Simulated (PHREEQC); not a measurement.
Solution (25 °C): 0.48 mol NH4F per kg of water. It is in equilibrium with CO2 at log p = -1 (atm). Otherwise closed; pH follows from the charge balance.

Equilibrium calculation in PHREEQC: ion-association model, wateq4f.dat.

| quantity | before | after |
|---|---|---|
| pH | 5.86 | 5.67 |
| CO2 (mol/kgw) | 0.00305 | 0.00322 |
| HCO3- (mol/kgw) | 0.00156 | 0.000949 |
| HF (mol/kgw) | 0.000560 | 0.000504 |

Task: Name the change that produced these shifts.
A. 0.034 mol/kgw H2SO4 added
B. temperature from 25 to 40 °C
C. NH4F from 0.48 to 0.096 mol/kgw
D. NH4F from 0.48 to 0.24 mol/kgw
E. NH4F from 0.48 to 0.96 mol/kgw

Result: D, NH4F from 0.48 to 0.24 mol/kgw

This is a speciation only: nothing precipitates in the calculation.
